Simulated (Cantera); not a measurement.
## C₂H₂ + NH₃ + N₂ (carbon deposition, reforming and gasification)

Feed: 1 mol C₂H₂, 0.09 mol NH₃, 8.8 mol N₂, at 2227 °C.

These are equilibrium values from Cantera (NASA tables, ideal gas, pure condensed phases), not measurements of a reactor. Candidate condensed phases: C, C₆H₆, C₇H₈, C₈H₁₈; 92 gas species. The ideal-gas law is rough above about 30 bar. Kinetics and transport are ignored.

From 10.0 Pa to 100 bar the condensed part is C(graphite). The main C-bearing gas is C₃ at 10.0 Pa and HCN at 100 bar. The share of C in condensed phases is highest at 72.0 Pa (90.2 %) and lowest at 10.0 Pa (81.9 %).

```tsv
P (Pa)	x N₂	x H	x H₂	x HCN	x CN	n C(graphite)
10	0.786	0.187	0.00553	0.00467	0.00914	1.64
72	0.811	0.148	0.0250	0.0101	0.00346	1.80
520	0.839	0.0837	0.0577	0.0156	0.00131	1.79
3700	0.859	0.0373	0.0815	0.0187	0.000497	1.76
27000	0.868	0.0148	0.0932	0.0201	0.000185	1.75
190000	0.872	0.00571	0.0979	0.0207	6.98e-5	1.74
1400000	0.874	0.00212	0.0997	0.0209	2.57e-5	1.74
10000000	0.874	0.000795	0.100	0.0209	9.64e-6	1.74
```
x: gas mole fraction; n: condensed amount in mol.
